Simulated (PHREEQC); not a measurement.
Make-up at 22 °C: 4e-05 mol/kgw CuSO4, 0.0018 mol/kgw HBF4 and 1.9e-06 mol/kgw H3BO3. Closed to the air; pH follows from the charge balance.

The numbers come from PHREEQC with the ion-association model, phreeqc.dat.

This is a speciation only: nothing precipitates in the calculation.

### Question
Order these S species by the share of S that they hold, largest first: SO4-2, HSO4-, CuSO4.

### Answer
SO4-2 (87 %), HSO4- (13 %), CuSO4 (0.46 %)

### Question
Order these F species by the share of F that they hold, largest first: BF3OH-, HF, BF2(OH)2-, BF4-, F-.

### Answer
BF4- (45 %), HF (34 %), F- (14 %), BF3OH- (4.8 %), BF2(OH)2- (1.6 %)

The pH is 2.73 and the ionic strength 0.00212 mol/kgw. Real BF4- forms and hydrolyses slowly; the run takes it at equilibrium.
